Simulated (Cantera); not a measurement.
What does this Cantera script print?

```python
import numpy as np
import cantera as ct

gas_names = """
    H HNO HNO2 HNO3 HO2 H2 H2O H2O2 N NH NH2 NH3 NH2OH NO NO2 NO3 N2 N2H2 N2H4 N2O O OH O2 O3 V VN VO
    VO2
""".split()
cond_names = """
    H2O(s) H2O(L) V(cr) V(L) VN(s) VO(s) VO(L) V2O3(s) V2O3(L) V2O4(I) V2O4(II) V2O4(L) V2O5(s) V2O5(L)
""".split()


def load(file, names, dense=False):
    # The tables refer to 1 bar. Condensed volumes are neglected.
    table = {s.name: s for s in ct.Species.list_from_file(file)}
    out = []
    for n in names:
        d = dict(table[n].input_data)
        d["thermo"] = dict(d["thermo"], **{"reference-pressure": 1e5})
        if dense:
            d["equation-of-state"] = {"model": "constant-volume", "density": "1e6 g/cm^3"}
        out.append(ct.Species.from_dict(d))
    return out


gas = ct.Solution(thermo="ideal-gas", species=load("nasa_gas.yaml", gas_names))
cond = {s.name: ct.Solution(thermo="fixed-stoichiometry", species=[s], name=s.name)
        for s in load("nasa_condensed.yaml", cond_names, dense=True)}
atoms = {
    'V2O5': {'V': 2, 'O': 5},
    'H2': {'H': 2},
    'N2': {'N': 2},
}
top_T = {'VN(s)': 2300}  # K; cautious upper limits of use, not melting points


def equilibrate(T, P, feed):
    n = {}
    for name, mol in feed.items():
        for a, k in atoms[name].items():
            n[a] = n.get(a, 0.0) + k * mol
    gas.TPX = T, P, n
    mass = sum(n.values()) * gas.mean_molecular_weight
    gas.equilibrate("TP")
    valid = [c for c in cond.values() if c.min_temp <= T <= top_T.get(c.name, c.max_temp)]
    mix = ct.Mixture([(gas, mass / gas.mean_molecular_weight)] + [(c, 0.0) for c in valid])
    mix.T, mix.P = T, P
    mix.equilibrate("TP", solver="vcs", rtol=1e-11, max_steps=5000)
    return mix


results = []
T = 1948.15  # K
P = 190  # Pa
for m in [1.5, 1.9, 2.5, 3.2, 4, 5.2, 6.6, 8.4, 11, 14, 18]:
    feed = {'V2O5': 1, 'H2': 110, 'N2': m}  # mol
    mix = equilibrate(T, P, feed)
    results.append((T, P, feed, dict(zip(mix.species_names, mix.species_moles))))

top = {s: max(r[3][s] / sum(r[3][g] for g in gas_names) for r in results) for s in gas_names}
cols = sorted((s for s in top if top[s] > 1e-06), key=lambda s: -top[s])[:5]
seen = [c for c in cond_names if any(r[3].get(c, 0) > 1e-12 for r in results)]
print("log10 of partial pressures in bar; condensed amounts in mol")
print(f"{'n(N2)':>10s}" + "".join(f"{s[:9]:>10s}" for s in cols + seen))
for T, P, feed, n in results:
    ng = sum(n[g] for g in gas_names)
    print(f"{feed['N2']:10.4g}" + "".join(f"{np.log10(max(n[s] / ng * P / 1e5, 1e-99)):10.3f}" for s in cols)
          + "".join(f"{n.get(c, 0):10.4g}" for c in seen))
```

Result:

```
log10 of partial pressures in bar; condensed amounts in mol
     n(N2)        H2        N2         H       H2O       VO2     VO(s)   V2O3(s)
       1.5    -2.750    -4.599    -4.322    -4.356    -5.237     1.557   0.02258
       1.9    -2.752    -4.498    -4.322    -4.358    -5.237     1.558    0.0214
       2.5    -2.754    -4.381    -4.324    -4.360    -5.237      1.56   0.01962
       3.2    -2.757    -4.277    -4.325    -4.363    -5.237     1.562   0.01755
         4    -2.760    -4.183    -4.327    -4.366    -5.237     1.563   0.01518
       5.2    -2.765    -4.074    -4.329    -4.371    -5.237     1.566   0.01163
       6.6    -2.770    -3.975    -4.331    -4.376    -5.237      1.57  0.007485
       8.4    -2.777    -3.877    -4.335    -4.382    -5.237     1.574  0.002157
        11    -2.786    -3.769    -4.339    -4.393    -5.237      1.57         0
        14    -2.797    -3.675    -4.345    -4.405    -5.239      1.56         0
        18    -2.810    -3.580    -4.352    -4.420    -5.240     1.548         0
```

Cantera equilibrium calculation (NASA polynomials, part measured and part estimated; ideal gas, pure solids and liquids). Mutual solubility and eutectic melting of coexisting phases are not modelled. VO: taken at fixed stoichiometry. Condensed phases not in the tables: the oxides between V2O3 and V2O5 other than VO2.
